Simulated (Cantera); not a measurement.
An isothermal, constant-pressure homogeneous reactor starts with C3H8 : H2 = 1 : 19 (molar parts), at 1175 K and 97.5 Torr. Integrator tolerance rtol = 1e-08.

Computed with Cantera and GRI-Mech 3.0 (53 species, 325 reactions). GRI-Mech 3.0 was tuned for natural gas; its chemistry of propane as a main component is partial and can be far from experiment. GRI-Mech 3.0 stops at C3 and has no aromatics, soot or wall deposition, so with more carbon than oxygen in the feed, carbon stays in small species such as C2H2 where larger ones or solid carbon would form.

What does this change do: temperature 1175 to 1425 K?


```json
[
 {"quantity": "x(C3H8) at 100 s", "before": "3.09e-7 (gas-phase equilibrium 6.03e-9)", "after": "1.98e-9 (gas-phase equilibrium 1.98e-9)"},
 {"quantity": "x(H2) at 100 s", "before": "0.873 (gas-phase equilibrium 0.851)", "after": "0.909 (gas-phase equilibrium 0.909)"},
 {"quantity": "x(CH2) at 100 s", "before": "2.42e-12 (gas-phase equilibrium <1e-12)", "after": "2.76e-10 (gas-phase equilibrium 2.76e-10)"},
 {"quantity": "x(C2H2) at 100 s", "before": "0.00637 (gas-phase equilibrium 0.000372)", "after": "0.0423 (gas-phase equilibrium 0.0423)"},
 {"quantity": "x(C2H6) at 100 s", "before": "0.000280 (gas-phase equilibrium 1.68e-5)", "after": "5.78e-6 (gas-phase equilibrium 5.78e-6)"}
]
```

What does this change do: H2 19 to 3.1 parts?


```csv
quantity,before,after
x(C3H8) at 100 s,3.09e-7 (gas-phase equilibrium 6.03e-9),4.59e-6 (gas-phase equilibrium 1.00e-6)
x(H2) at 100 s,0.873 (gas-phase equilibrium 0.851),0.572 (gas-phase equilibrium 0.420)
x(CH2) at 100 s,2.42e-12 (gas-phase equilibrium <1e-12),5.66e-12 (gas-phase equilibrium 1.27e-12)
x(C2H2) at 100 s,0.00637 (gas-phase equilibrium 0.000372),0.0639 (gas-phase equilibrium 0.0365)
x(C2H6) at 100 s,0.000280 (gas-phase equilibrium 1.68e-5),0.00125 (gas-phase equilibrium 0.000402)
```
